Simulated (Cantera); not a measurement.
Feed: 1 mol Al, 0.004 mol O₂, 83 mol H₂, equilibrated at 1.33 mbar.

Equilibrium computed with Cantera from the NASA thermochemical tables; the gas is ideal and each condensed phase is pure. Candidate condensed phases: Al, Al₂O₃, H₂O; 19 gas species. Mutual solubility and eutectic melting of coexisting phases are not modelled. Equilibrium is a limit: real reactors are often held back by kinetics, nucleation or transport. All values below are at 1248 K.

Base state: H₂ 1.000, Al 6.61e-5, Al₂O 1.54e-5, H 1.28e-5 (mole fractions); condensed: Al(l) + Al₂O₃(s).

Question: What changes in the equilibrium state with this change: Al replaced by Cu?

Answer: 
| species | before | after |
|---|---|---|
| H₂ | 1.000 | 1.000 |
| H₂O | <1e-9 | 9.64e-5 |
| Cu | 0 | 3.30e-5 |
| Al | 6.61e-5 | 0 |
| Al₂O | 1.54e-5 | 0 |
| H | 1.28e-5 | 1.28e-5 |
| Al(l), mol | 0.987 | 0 |
| Al₂O₃(s), mol | 0.00224 | 0 |
| Cu(s), mol | 0 | 0.997 |
Further candidate phases: Cu, CuO, Cu(OH)₂, Cu₂O.
